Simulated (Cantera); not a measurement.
Input (Python, Cantera) and output of one run.

```python
import numpy as np
import cantera as ct

gas_names = """
    CL CL2 H HCL H2 Si SiCL SiCL2 SiCL3 SiCL4 SiH SiHCL3 SiH2 SiH2CL2 SiH3 SiH3CL SiH4 Si2 Si3
""".split()
cond_names = """
    Si(cr) Si(L)
""".split()


# ... load() reads the species with a 1 bar reference pressure and builds the phases ...
atoms = {
    'SiCl4': {'Si': 1, 'CL': 4},
    'Cl2': {'CL': 2},
    'H2': {'H': 2},
}
top_T = {}  # K; cautious upper limits of use, not melting points


# ... equilibrate(T, P, feed) seeds the gas with the atoms and calls Mixture.equilibrate('TP', solver="vcs", rtol=1e-11, max_steps=5000) ...
results = []
feed = {'SiCl4': 1, 'Cl2': 0.26, 'H2': 8.8}  # mol
T = 1473  # K
P = 13332.2  # Pa
mix = equilibrate(T, P, feed)
results.append((T, P, feed, dict(zip(mix.species_names, mix.species_moles))))
print(gas.report(threshold=1e-05))
for i in range(1, mix.n_phases):
    print(f"{mix.phase(i).name:16s} {mix.phase_moles(i):12.5e} mol")
```

Result:

```
       temperature   1473 K
          pressure   13332 Pa
           density   0.020775 kg/m^3
  mean mol. weight   19.084 kg/kmol
   phase of matter   gas

                          1 kg             1 kmol
                     ---------------   ---------------
          enthalpy       -2.1446e+05       -4.0927e+06  J
   internal energy       -8.5622e+05        -1.634e+07  J
           entropy             12259        2.3395e+05  J/K
    Gibbs function       -1.8272e+07       -3.4869e+08  J
 heat capacity c_p            1892.5             36117  J/K
 heat capacity c_v            1456.8             27802  J/K

                      mass frac. Y      mole frac. X     chem. pot. / RT
                     ---------------   ---------------   ---------------
                 H        1.5504e-06        2.9353e-05           -10.448
               HCL           0.36224           0.18961           -36.564
                H2          0.075821           0.71774           -20.897
             SiCL2           0.31584          0.060893           -57.721
             SiCL3           0.10423          0.014796           -83.836
             SiCL4            0.1095            0.0123           -109.95
            SiHCL3          0.031043         0.0043739           -94.285
           SiH2CL2         0.0012906        0.00024385           -78.618
     [  +11 minor]         3.007e-05        1.1807e-05

Si(cr)            0.00000e+00 mol
```

These are equilibrium values from Cantera (NASA tables, ideal gas, pure condensed phases), not measurements of a reactor. The tables' values for SiCl3 are old estimates; treat these amounts as uncertain.
